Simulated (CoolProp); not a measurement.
Vapour pressure (bar) of dodecamethylpentasiloxane (MD3M): the reference equation beside estimates from Tc = 354.9 °C, pc = 9.540 bar, ω = 0.730. Clausius-Clapeyron is anchored at 194.65 °C with a constant enthalpy of vaporisation of 47.32 kJ/mol.

Model: reference Helmholtz-energy equation of state, Thol 2019, in CoolProp.

| T (°C) | reference | Clausius-Clapeyron | van der Waals | Redlich-Kwong | Soave-Redlich-Kwong | Peng-Robinson |
|---|---|---|---|---|---|---|
| 157.45 | 0.1313 | 0.1455 | 1.719 | 0.6988 | 0.1319 | 0.1388 |
| 166.75 | 0.1795 | 0.1924 | 1.919 | 0.8390 | 0.1802 | 0.1881 |
| 176.05 | 0.2413 | 0.2515 | 2.133 | 0.9983 | 0.2422 | 0.2510 |
| 185.35 | 0.3193 | 0.3252 | 2.362 | 1.178 | 0.3205 | 0.3300 |
| 194.65 | 0.4162 | 0.4162 | 2.607 | 1.380 | 0.4181 | 0.4279 |
| 203.95 | 0.5352 | 0.5276 | 2.867 | 1.605 | 0.5384 | 0.5481 |
| 213.25 | 0.6798 | 0.6627 | 3.143 | 1.855 | 0.6848 | 0.6939 |
| 222.45 | 0.8514 | 0.8235 | 3.433 | 2.128 | 0.8591 | 0.8670 |
| 231.75 | 1.058 | 1.018 | 3.742 | 2.430 | 1.069 | 1.075 |

Absolute difference from the reference over all 9 rows, mean and median: Clausius-Clapeyron 3.9 and 3.3 %, van der Waals 609.3 and 526.4 %, Redlich-Kwong 251.8 and 231.6 %, Soave-Redlich-Kwong 0.6 and 0.5 %, Peng-Robinson 3.2 and 2.8 %.
